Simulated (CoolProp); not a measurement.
Saturated liquid density (kg/m³) of carbonyl sulfide: the reference equation beside estimates from Tc = 105.6 °C, pc = 63.69 bar, ω = 0.098.

The numbers come from the reference Helmholtz-energy equation of state, Lemmon 2006 in CoolProp. It is a short technical equation, of lower accuracy than the large ones.

```tsv
T (°C)	reference	Redlich-Kwong	Peng-Robinson
-70.85	1218	1157	1304
-57.35	1190	1128	1275
-43.85	1161	1098	1244
-30.35	1131	1065	1211
-16.85	1100	1030	1174
-3.35	1067	992.0	1134
10.15	1032	951.1	1091
23.65	994.2	906.6	1042
37.15	953.3	857.9	987.6
50.65	907.9	803.7	925.9
```

Absolute difference from the reference over all 10 rows, mean and median: Redlich-Kwong 7.3 and 6.7 %, Peng-Robinson 5.8 and 6.5 %.
